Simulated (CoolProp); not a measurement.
A single-stage vapour-compression cycle with R245fa: evaporating at 303.15 K (dew point), condensing at 353.15 K (bubble point), superheat 10 K, subcooling 2 K, compressor efficiency 0.8, no pressure losses. Each further row changes one setting.

Computed with CoolProp (reference Helmholtz-energy equation of state, Akasaka 2015).

```csv
case,cooling COP,pressure ratio,discharge temperature (K),refrigerating effect (kJ/kg),volumetric capacity (kJ/m³)
as stated,3.79,4.43,360.3,130,1260
evaporating temperature 308.15 K,[?],3.72,360.3,134,[?]
condensing temperature 348.15 K,[?],3.90,355.9,138,1340
subcooling 7 K,[?],4.43,360.3,138,1340
superheat 20 K,3.89,4.43,370.1,140,[?]
compressor efficiency 0.7,[?],4.43,[?],130,1260
```

Task: Complete the blanks.

Result: 
- evaporating temperature 308.15 K, cooling COP: 4.40
- evaporating temperature 308.15 K, volumetric capacity (kJ/m³): 1540
- condensing temperature 348.15 K, cooling COP: 4.37
- subcooling 7 K, cooling COP: 4.00
- superheat 20 K, volumetric capacity (kJ/m³): 1300
- compressor efficiency 0.7, cooling COP: 3.31
- compressor efficiency 0.7, discharge temperature (K): 364.7
